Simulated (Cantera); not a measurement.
# Ignition delay

Mixture: H₂ : O₂ : N₂ = 1 : 0.455 : 1.71 (molar parts), equivalence ratio 1.1, at 4.10 bar, adiabatic and at constant pressure. Ignition delay is the time to a rise of 400 K.

Detailed kinetics in Cantera: GRI-Mech 3.0 (53 species, 325 reactions). The hydrogen kinetics of GRI-Mech 3.0 are dated; newer H2 mechanisms differ, most at raised pressure.

```json
[
 {"T0 (K)": "1025", "delay (ms)": "4.99"},
 {"T0 (K)": "1100", "delay (ms)": "0.253"},
 {"T0 (K)": "1175", "delay (ms)": "0.0220"},
 {"T0 (K)": "1250", "delay (ms)": "0.0107"},
 {"T0 (K)": "1325", "delay (ms)": "0.00685"},
 {"T0 (K)": "1400", "delay (ms)": "0.00490"}
]
```

- apparent activation energy between 1250 and 1400 K: 76 kJ/mol
